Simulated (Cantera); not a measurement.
Mixture: CH4 : O2 : N2 = 1 : 1.54 : 5.78 (molar parts), at 750 Torr, adiabatic and at constant pressure. Ignition delay is the time to a rise of 400 K.

Computed with Cantera and GRI-Mech 3.0 (53 species, 325 reactions).

### Question
Predict: delay at 1150 K; delay at 1250 K; delay at 1350 K; delay at 1450 K; delay at 1550 K; delay at 1650 K; apparent activation energy between 1450 and 1650 K.

### Answer
- delay at 1150 K = 0.110 s
- delay at 1250 K = 26.3 ms
- delay at 1350 K = 7.18 ms
- delay at 1450 K = 2.22 ms
- delay at 1550 K = 0.795 ms
- delay at 1650 K = 0.331 ms
- apparent activation energy between 1450 and 1650 K = 190 kJ/mol
